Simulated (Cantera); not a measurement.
A closed system holds: 1 mol SiH4, 0.0094 mol Cl2, 22 mol H2, equilibrated at 1675 K and 10.0 mbar.

Equilibrium computed with Cantera from the NASA thermochemical tables; the gas is ideal and each condensed phase is pure. Candidate condensed phases: Si; 19 gas species. Gases not in the tables: Si2H6 and higher silanes. Equilibrium is a limit: real reactors are often held back by kinetics, nucleation or transport.

Base state: H2 0.998, H 0.00116, HCl 0.000777, Si 4.34e-5, SiH2 1.12e-5 (mole fractions); condensed: Si(s).

Question: What changes in the equilibrium state with this change: SiH4 replaced by SiCl4?

Answer: 
| species | before | after |
|---|---|---|
| H2 | 0.998 | 0.869 |
| HCl | 0.000777 | 0.0935 |
| SiCl2 | 2.18e-6 | 0.0363 |
| SiCl3 | <1e-9 | 0.000332 |
| SiHCl3 | <1e-9 | 1.06e-5 |
| SiCl | 6.48e-7 | 8.35e-5 |
| Cl | 7.05e-7 | 9.09e-5 |
| Si(s), mol | 0.998 | 0.116 |
The tables' values for SiCl3, SiCl are old estimates; treat these amounts as uncertain.
